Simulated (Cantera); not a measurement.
An adiabatic, constant-pressure homogeneous reactor starts with CH4 : O2 : N2 = 1 : 1.82 : 6.84 (molar parts), at 1700 K and 7500 Torr.

Cantera simulation using GRI-Mech 3.0 (53 species, 325 reactions); the numbers are that mechanism's predictions, not measurements. Above 3000 K some thermodynamic fits are extrapolated.

Predict: time of steepest temperature rise; temperature at 0.100 s; equilibrium temperature; x(O2) at 0.100 s; x(CO2) at 0.100 s; x(H2) at 0.100 s.


```
Property                                                            Result
---------------------------------  ---------------------------------------
time of steepest temperature rise                                  34.9 µs
temperature at 0.100 s                                              3000 K
equilibrium temperature                                             3000 K
x(O2) at 0.100 s                   0.00997 (gas-phase equilibrium 0.00997)
x(CO2) at 0.100 s                    0.0478 (gas-phase equilibrium 0.0478)
x(H2) at 0.100 s                     0.0230 (gas-phase equilibrium 0.0230)
```
